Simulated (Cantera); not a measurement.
A closed system holds: 1 mol Si3N4, 0.13 mol H2, 0.0099 mol C, equilibrated at 2048 K and 0.0133 bar.

Cantera equilibrium calculation (NASA polynomials, part measured and part estimated; ideal gas, pure solids and liquids). Candidate condensed phases: C, C6H6, C7H8, C8H18, Si, SiC, Si3N4; 105 gas species. Mutual solubility and eutectic melting of coexisting phases are not modelled. The tables' values for SiN are old estimates; treat these amounts as uncertain. Kinetics and transport are ignored.

Base state: N2 0.931, H2 0.0580, Si 0.00567, H 0.00467, HCN 0.000269, Si2C 0.000189, Si2N 0.000185, SiN 0.000147 (mole fractions); condensed: Si(l) + SiC(s).

Problem. What changes in the equilibrium state with this change: temperature from 2048 K to 2475 K?

Solution. 
| species | before | after |
|---|---|---|
| N2 | 0.931 | 0.631 |
| Si | 0.00567 | 0.295 |
| H | 0.00467 | 0.0308 |
| H2 | 0.0580 | 0.0249 |
| Si2 | 6.58e-5 | 0.00758 |
| Si3 | 1.38e-5 | 0.00132 |
| Si(l), mol | 2.98 | 1.96 |
| SiC(s), mol | 0.00887 | 0 |
Gases not in the tables: Si2H6 and higher silanes.
